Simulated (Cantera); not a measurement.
A Cantera script and what it prints.

```python
import numpy as np
import cantera as ct

gas_names = """
    CL CL2 H HCL H2 Si SiCL SiCL2 SiCL3 SiCL4 SiH SiHCL3 SiH2 SiH2CL2 SiH3 SiH3CL SiH4 Si2 Si3
""".split()
cond_names = """
    Si(cr) Si(L)
""".split()


def load(file, names, dense=False):
    # The tables refer to 1 bar. Condensed volumes are neglected.
    table = {s.name: s for s in ct.Species.list_from_file(file)}
    out = []
    for n in names:
        d = dict(table[n].input_data)
        d["thermo"] = dict(d["thermo"], **{"reference-pressure": 1e5})
        if dense:
            d["equation-of-state"] = {"model": "constant-volume", "density": "1e6 g/cm^3"}
        out.append(ct.Species.from_dict(d))
    return out


gas = ct.Solution(thermo="ideal-gas", species=load("nasa_gas.yaml", gas_names))
cond = {s.name: ct.Solution(thermo="fixed-stoichiometry", species=[s], name=s.name)
        for s in load("nasa_condensed.yaml", cond_names, dense=True)}
atoms = {
    'SiHCl3': {'Si': 1, 'H': 1, 'CL': 3},
    'Cl2': {'CL': 2},
    'H2': {'H': 2},
}
top_T = {}  # K; cautious upper limits of use, not melting points


def equilibrate(T, P, feed):
    n = {}
    for name, mol in feed.items():
        for a, k in atoms[name].items():
            n[a] = n.get(a, 0.0) + k * mol
    gas.TPX = T, P, n
    mass = sum(n.values()) * gas.mean_molecular_weight
    gas.equilibrate("TP")
    valid = [c for c in cond.values() if c.min_temp <= T <= top_T.get(c.name, c.max_temp)]
    mix = ct.Mixture([(gas, mass / gas.mean_molecular_weight)] + [(c, 0.0) for c in valid])
    mix.T, mix.P = T, P
    mix.equilibrate("TP", solver="vcs", rtol=1e-11, max_steps=5000)
    return mix


results = []
T = 1150  # K
P = 180  # Pa
for m in [29, 86, 140, 200, 260, 310, 370, 430, 480, 540]:
    feed = {'SiHCl3': 1, 'Cl2': 0.0055, 'H2': m}  # mol
    mix = equilibrate(T, P, feed)
    results.append((T, P, feed, dict(zip(mix.species_names, mix.species_moles))))

top = {s: max(r[3][s] / sum(r[3][g] for g in gas_names) for r in results) for s in gas_names}
cols = sorted((s for s in top if top[s] > 1e-06), key=lambda s: -top[s])[:7]
seen = [c for c in cond_names if any(r[3].get(c, 0) > 1e-12 for r in results)]
print("log10 of partial pressures in bar; condensed amounts in mol")
print(f"{'n(H2)':>10s}" + "".join(f"{s[:9]:>10s}" for s in cols + seen))
for T, P, feed, n in results:
    ng = sum(n[g] for g in gas_names)
    print(f"{feed['H2']:10.4g}" + "".join(f"{np.log10(max(n[s] / ng * P / 1e5, 1e-99)):10.3f}" for s in cols)
          + "".join(f"{n.get(c, 0):10.4g}" for c in seen))
```

Output:

```
log10 of partial pressures in bar; condensed amounts in mol
     n(H2)        H2       HCL     SiCL2     SiCL4     SiCL3    SiHCL3   SiH2CL2    Si(cr)
        29    -2.780    -3.939    -4.755    -5.441    -5.617    -5.974    -7.409    0.5754
        86    -2.759    -4.276    -5.451    -6.833    -6.661    -7.008    -8.084    0.8038
       140    -2.754    -4.459    -5.821    -7.574    -7.217    -7.561    -8.450    0.8716
       200    -2.751    -4.600    -6.106    -8.143    -7.644    -7.987    -8.732    0.9073
       260    -2.750    -4.706    -6.320    -8.572    -7.965    -8.307    -8.944    0.9275
       310    -2.749    -4.779    -6.466    -8.863    -8.184    -8.525    -9.089    0.9386
       370    -2.748    -4.852    -6.613    -9.158    -8.405    -8.746    -9.236    0.9482
       430    -2.748    -4.915    -6.739    -9.410    -8.594    -8.935    -9.362    0.9552
       480    -2.747    -4.961    -6.832    -9.595    -8.733    -9.074    -9.454    0.9597
       540    -2.747    -5.011    -6.932    -9.794    -8.882    -9.223    -9.553     0.964
```

Cantera equilibrium calculation (NASA polynomials, part measured and part estimated; ideal gas, pure solids and liquids). The tables' values for SiCl3 are old estimates; treat these amounts as uncertain.
